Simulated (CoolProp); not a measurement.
Vapour-liquid equilibrium of n-octane (1) + o-xylene (2) at 62.45 °C; x and y are mole fractions of (1).

Computed with CoolProp (multi-fluid Helmholtz-energy mixture model, Beckmüller 2019 and Zhou 2012; pair parameters Bell 2016).

```tsv
x	bubble pressure (kPa)	y at the bubble point	dew pressure at overall composition x (kPa)	liquid density (mol/L)
0.05	6.431	0.100	6.254	7.819
0.125	6.925	0.229	6.521	7.628
0.2	[?]	0.337	6.809	7.444
0.275	7.848	0.431	7.120	7.267
0.35	8.282	0.514	7.455	7.097
0.425	8.702	0.588	7.817	6.932
0.5	9.110	0.655	8.207	6.773
0.575	9.508	0.716	8.628	[?]
0.65	9.897	0.773	[?]	6.472
0.725	10.28	0.826	9.568	6.329
0.8	10.66	0.877	10.09	6.191
0.875	11.03	0.925	10.64	6.057
0.95	11.40	0.970	11.23	5.928
```

Problem. Complete the blanks.

Solution. 
- 0.2, bubble pressure (kPa): 7.396
- 0.575, liquid density (mol/L): 6.620
- 0.65, dew pressure at overall composition x (kPa): 9.081

No azeotrope shows between x = 0.05 and 0.95.

Pair parameters are fitted to limited data, so mixtures are less certain than the pure fluids.
